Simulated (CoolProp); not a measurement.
Model: reference Helmholtz-energy equation of state, Tillner-Roth 1997, in CoolProp.

**Question.** Give the vapour pressure (MPa), liquid density (kg/m³), enthalpy of vaporisation (kJ/kg), surface tension (mN/m) of saturated CH2F2 (R32) at -101.95, -97.75, -76.55 °C.

**Answer.** 
| T (°C) | p (MPa) | liquid density (kg/m³) | enthalpy of vaporisation (kJ/kg) | surface tension (mN/m) |
|---|---|---|---|---|
| -101.95 | 0.00319 | 1340 | 431 | 31.1 |
| -97.75 | 0.00466 | 1330 | 427 | 30.2 |
| -76.55 | 0.0236 | 1280 | 407 | 25.7 |

Surface tension comes from a separate correlation (Mulero 2012).
